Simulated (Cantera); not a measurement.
# Premixed flame

A freely propagating, adiabatic, planar premixed flame of 4.57 % CH₄, 3.06 % C₂H₆, 0.563 % C₃H₈, 15.8 % O₂, 76.0 % N₂, equivalence ratio 1.4, unburnt at 375 K and 32000 Pa; mixture-averaged transport, grid criteria slope 0.08 and curve 0.16, no radiation.

Model: GRI-Mech 3.0 (53 species, 325 reactions), integrated in Cantera. Burning velocities carry a grid error of a few per cent, more on coarse grids.

| z (mm) | T (K) | u (m/s) | x CH₄ | x C₂H₆ | x C₃H₈ | x CO | x N₂O | x CH₂CO |
|---|---|---|---|---|---|---|---|---|
| -7.12 | 376 | 0.226 | 0.0455 | 0.0305 | 0.00561 | 2.29e-5 | <1e-8 | 1.98e-8 |
| -4.74 | 381 | 0.230 | 0.0451 | 0.0303 | 0.00558 | 0.000155 | <1e-8 | 2.07e-7 |
| -3.56 | 400 | 0.243 | 0.0444 | 0.0300 | 0.00554 | 0.000724 | <1e-8 | 1.58e-6 |
| -2.37 | 511 | 0.316 | 0.0411 | 0.0285 | 0.00537 | 0.00477 | <1e-8 | 2.16e-5 |
| -1.19 | 933 | 0.594 | 0.0295 | 0.0186 | 0.00365 | 0.0255 | <1e-8 | 0.000238 |
| -0.593 | 1279 | 0.830 | 0.0191 | 0.00759 | 0.00124 | 0.0473 | <1e-8 | 0.000561 |
| 0 | 1590 | 1.05 | 0.00711 | 0.000529 | 2.19e-5 | 0.0693 | <1e-8 | 0.000396 |
| 0.593 | 1734 | 1.14 | 0.00133 | 8.26e-6 | <1e-8 | 0.0764 | <1e-8 | 4.60e-5 |
| 1.19 | 1776 | 1.17 | 0.000259 | 3.34e-7 | <1e-8 | 0.0754 | <1e-8 | 6.59e-6 |
| 2.37 | 1795 | 1.18 | 2.51e-5 | <1e-8 | <1e-8 | 0.0725 | <1e-8 | 1.09e-6 |
| 4.74 | 1803 | 1.18 | 2.31e-6 | <1e-8 | <1e-8 | 0.0707 | <1e-8 | 1.45e-7 |
| 9.49 | 1808 | 1.19 | 1.32e-7 | <1e-8 | <1e-8 | 0.0705 | <1e-8 | <1e-8 |
| 19.0 | 1814 | 1.19 | <1e-8 | <1e-8 | <1e-8 | 0.0707 | <1e-8 | <1e-8 |
x: mole fraction of selected species; z is measured from the peak of heat release.

- laminar burning velocity: 22.5 cm/s
- thermal thickness: 2.37 mm
- peak x(CO): 0.0765
- peak x(CH₂CO): 0.000625
- grid points: 143
